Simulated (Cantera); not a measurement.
Input: 1 mol Si3N4, 0.091 mol CO2, 310 mol H2, at 1427 °C and 7280 Torr.

Equilibrium computed with Cantera from the NASA thermochemical tables; the gas is ideal and each condensed phase is pure. Candidate condensed phases: C, C6H6, C7H8, C8H18, H2O, Si, SiC, SiO2, Si2N2O, Si3N4; 151 gas species. Mutual solubility and eutectic melting of coexisting phases are not modelled. Gases not in the tables: Si2H6 and higher silanes. Kinetics and transport are ignored.

Base state: H2 0.999, N2 0.000258, CH4 0.000216, H 4.73e-5, SiH2 1.04e-5 (mole fractions); condensed: SiC(s) + Si2N2O(s) + Si3N4(s).

Task: What changes in the equilibrium state with this change: temperature from 1427 °C to 1525 °C?

Result: 
```tsv
species	before	after
H2	0.999	0.999
N2	0.000258	0.000881
CH4	0.000216	0.000179
H	4.73e-5	0.000113
SiO	5.42e-6	3.28e-5
SiH2	1.04e-5	2.95e-5
SiH4	8.86e-6	1.09e-5
SiC(s), mol	0.0235	0.0329
Si2N2O(s), mol	0.180	0.171
Si3N4(s), mol	0.869	0.777
Si(l), mol	0	0.271
```

Task: What changes in the equilibrium state with this change: temperature from 1427 °C to 1225 °C?

Result: 
```
species           before     after
--------------  --------  --------
H2                 0.999     0.999
CH4             0.000216  0.000293
N2              0.000258  0.000192
SiH2             1.04e-5   1.23e-7
H                4.73e-5   5.53e-6
SiC(s), mol       0.0235         0
Si2N2O(s), mol     0.180     0.182
Si3N4(s), mol      0.869     0.879
```

Task: What changes in the equilibrium state with this change: Si3N4 replaced by Si?

Result: 
```csv
species,before,after
H2,0.999,0.999
SiO,5.42e-6,0.000548
CH4,0.000216,0.000157
N2,0.000258,0
CO,5.46e-7,2.95e-5
SiH2,1.04e-5,1.42e-5
SiH4,8.86e-6,1.21e-5
"SiC(s), mol",0.0235,0.0330
"Si2N2O(s), mol",0.180,0
"Si3N4(s), mol",0.869,0
"Si(l), mol",0,0.789
```
